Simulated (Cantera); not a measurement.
Feed: 1 mol Cu, 4.6 mol CO, 12 mol H2, held at 527 °C and 11.0 bar.

Method: chemical equilibrium by Gibbs-energy minimisation in Cantera with the NASA 1993 tables (ideal gas, pure condensed phases). The numbers say what is thermodynamically allowed, not how fast it happens.

```tsv
species	before	after
H2	0.165	0.904
CH4	0.403	0.0482
H2O	0.350	0.0482
CO2	0.0739	1.86e-7
CO	0.00825	8.28e-7
C2H6	1.97e-5	5.15e-8
C(graphite), mol	0.195	0
Cu(s), mol	1.00	1.00
```
Gas species are given as mole fractions.

Question: What was changed between the two runs?
A. pressure from 11.0 bar to 1.33 mbar
B. H2 from 12 to 100 mol
C. pressure from 11.0 bar to 0.100 bar
D. temperature from 527 °C to 1450 °C

Answer: B, H2 from 12 to 100 mol
